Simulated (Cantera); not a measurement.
What does this Cantera script print?

```python
import numpy as np
import cantera as ct

gas_names = """
    H HNO HNO2 HNO3 HO2 H2 H2O H2O2 N NH NH2 NH3 NH2OH NO NO2 NO3 N2 N2H2 N2H4 N2O O OH O2 O3 Zr ZrN ZrO
    ZrO2
""".split()
cond_names = """
    H2O(s) H2O(L) Zr(a) Zr(b) Zr(L) ZrN(s) ZrN(L) ZrO2(a) ZrO2(b) ZrO2(L)
""".split()


# ... load() reads the species with a 1 bar reference pressure and builds the phases ...
atoms = {
    'Zr': {'Zr': 1},
    'N2': {'N': 2},
    'H2': {'H': 2},
    'H2O': {'H': 2, 'O': 1},
}
top_T = {}  # K; cautious upper limits of use, not melting points


# ... equilibrate(T, P, feed) seeds the gas with the atoms and calls Mixture.equilibrate('TP', solver="vcs", rtol=1e-11, max_steps=5000) ...
results = []
T = 1975  # K
P = 73000  # Pa
for m in [22, 30, 41, 55, 73, 99, 130, 180, 240, 320]:
    feed = {'Zr': 1, 'N2': 1.4, 'H2': m, 'H2O': 3.4}  # mol
    mix = equilibrate(T, P, feed)
    results.append((T, P, feed, dict(zip(mix.species_names, mix.species_moles))))

top = {s: max(r[3][s] / sum(r[3][g] for g in gas_names) for r in results) for s in gas_names}
cols = sorted((s for s in top if top[s] > 1e-05), key=lambda s: -top[s])[:5]
seen = [c for c in cond_names if any(r[3].get(c, 0) > 1e-12 for r in results)]
print("log10 of partial pressures in bar; condensed amounts in mol")
print(f"{'n(H2)':>10s}" + "".join(f"{s[:9]:>10s}" for s in cols + seen))
for T, P, feed, n in results:
    ng = sum(n[g] for g in gas_names)
    print(f"{feed['H2']:10.4g}" + "".join(f"{np.log10(max(n[s] / ng * P / 1e5, 1e-99)):10.3f}" for s in cols)
          + "".join(f"{n.get(c, 0):10.4g}" for c in seen))
```

It prints:

```
log10 of partial pressures in bar; condensed amounts in mol
     n(H2)        H2        N2       H2O         H   ZrO2(b)
        22    -0.185    -1.419    -1.419    -2.956         1
        30    -0.174    -1.532    -1.533    -2.951         1
        41    -0.165    -1.652    -1.652    -2.946         1
        55    -0.158    -1.768    -1.768    -2.943         1
        73    -0.153    -1.882    -1.882    -2.940         1
        99    -0.149    -2.007    -2.007    -2.938         1
       130    -0.146    -2.121    -2.121    -2.937         1
       180    -0.144    -2.258    -2.258    -2.936         1
       240    -0.142    -2.380    -2.380    -2.935         1
       320    -0.141    -2.503    -2.503    -2.934         1
```

Cantera equilibrium calculation (NASA polynomials, part measured and part estimated; ideal gas, pure solids and liquids).
